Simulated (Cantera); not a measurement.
A closed system holds: 1 mol Ta(OEt)5, 0.091 mol O2, at 2450 °C and 0.143 Torr.

Equilibrium computed with Cantera from the NASA thermochemical tables; the gas is ideal and each condensed phase is pure. Candidate condensed phases: C, C6H6, C7H8, C8H18, H2O, Ta, TaC, Ta2O5; 113 gas species. The feed counts by its element totals alone. TaC: taken at fixed stoichiometry. Condensed phases not in the tables: Ta2C. Rates play no part.

Base state: H 0.753, CO 0.168, C3 0.0332, H2 0.0280, C 0.0118, C2 0.00395, C2H 0.00139, C2H2 (acetylene) 0.000469 (mole fractions); condensed: TaC(s).

What changes in the equilibrium state with this change: O2 from 0.091 to 1.9 mol?


| species | before | after |
|---|---|---|
| H | 0.753 | 0.705 |
| CO | 0.168 | 0.266 |
| H2 | 0.0280 | 0.0246 |
| C3 | 0.0332 | 0.000664 |
| C | 0.0118 | 0.00321 |
| C5 | 0.000157 | 2.32e-7 |
| C4 | 3.81e-5 | 2.07e-7 |
| C2H2 (acetylene) | 0.000469 | 3.04e-5 |
| C2H | 0.00139 | 9.62e-5 |
| TaC(s), mol | 1.000 | 1.000 |
